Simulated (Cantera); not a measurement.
# Silicon epitaxy and polysilicon growth: Si2Cl6 + Cl2 + H2

Charge: 1 mol Si2Cl6, 0.53 mol Cl2, 24 mol H2, at 1723 K.

These are equilibrium values from Cantera (NASA tables, ideal gas, pure condensed phases), not measurements of a reactor. Candidate condensed phases: Si; 19 gas species. The feed counts by its element totals alone. The tables' values for SiCl3, SiCl are old estimates; treat these amounts as uncertain. Gases not in the tables: Si2H6 and higher silanes. Kinetics and transport are ignored.

From 1.00 mbar to 2.00 bar the condensed part is Si(l). The main Si-bearing gas is SiCl2 throughout. The share of Si in condensed phases is highest at 2.00 bar (9.6 %) and lowest at 1.00 mbar (7.3 %).

```csv
P (Pa),x H2,x HCl,x SiCl2,x SiCl3,x H,n Si(l)
100,0.804,0.123,0.0652,0.000204,0.00517,0.146
260,0.807,0.123,0.0653,0.000329,0.00321,0.166
670,0.808,0.123,0.0653,0.000528,0.00200,0.175
1700,0.809,0.123,0.0650,0.000836,0.00126,0.179
4500,0.810,0.123,0.0645,0.00134,0.000774,0.181
12000,0.811,0.122,0.0635,0.00214,0.000474,0.183
30000,0.813,0.121,0.0619,0.00326,0.000300,0.185
77000,0.816,0.118,0.0591,0.00487,0.000188,0.189
200000,0.820,0.114,0.0544,0.00694,0.000117,0.193
```
x: gas mole fraction; n: condensed amount in mol.
